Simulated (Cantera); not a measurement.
An isothermal, constant-pressure homogeneous reactor starts with NO : N₂ : H₂O = 1 : 2.5 : 0.15 (molar parts), at 1648 K and 750 Torr.

Detailed kinetics in Cantera: GRI-Mech 3.0 (53 species, 325 reactions).

x: mole fraction; the columns are a selection and need not sum to one.

| t (s) | x NO | x N₂ | x N₂O | x O₂ | x NO₂ | x O |
|---|---|---|---|---|---|---|
| 0.000400 | 0.274 | 0.685 | 1.52e-6 | 2.79e-9 | 9.72e-7 | 4.41e-8 |
| 0.000825 | 0.274 | 0.685 | 3.03e-6 | 1.38e-8 | 2.61e-6 | 6.30e-8 |
| 0.00170 | 0.274 | 0.685 | 5.82e-6 | 1.04e-7 | 7.90e-6 | 1.30e-7 |
| 0.00350 | 0.274 | 0.685 | … | … | … | … |
| 0.00722 | 0.274 | 0.685 | 1.66e-5 | 7.27e-6 | 3.80e-5 | 5.28e-7 |
| 0.0149 | 0.274 | 0.685 | 2.16e-5 | 2.74e-5 | 4.79e-5 | 6.53e-7 |
| 0.0307 | 0.274 | 0.685 | 2.33e-5 | 8.23e-5 | 5.79e-5 | 7.69e-7 |
| 0.0632 | 0.273 | 0.685 | 2.34e-5 | 0.000208 | 6.46e-5 | 8.49e-7 |
| 0.130 | 0.273 | 0.685 | 2.33e-5 | 0.000470 | 7.42e-5 | 9.66e-7 |
| 0.269 | 0.272 | 0.686 | 2.31e-5 | … | … | … |
| 0.554 | 0.269 | 0.687 | 2.27e-5 | 0.00212 | 0.000114 | 1.46e-6 |
| 1.14 | 0.265 | 0.689 | 2.19e-5 | 0.00436 | 0.000149 | 1.92e-6 |
| 2.35 | 0.256 | 0.694 | 2.04e-5 | 0.00878 | 0.000195 | 2.58e-6 |
| 4.85 | 0.239 | 0.702 | 1.78e-5 | 0.0171 | 0.000249 | 3.48e-6 |
| 10.0 | 0.210 | 0.717 | 1.37e-5 | 0.0316 | 0.000293 | 4.64e-6 |

Problem. What belongs in the gaps?

Solution. 
- 0.00350, x N₂O: 1.05e-5
- 0.00350, x O₂: 1.06e-6
- 0.00350, x NO₂: 2.26e-5
- 0.00350, x O: 3.23e-7
- 0.269, x O₂: 0.00101
- 0.269, x NO₂: 8.99e-5
- 0.269, x O: 1.16e-6
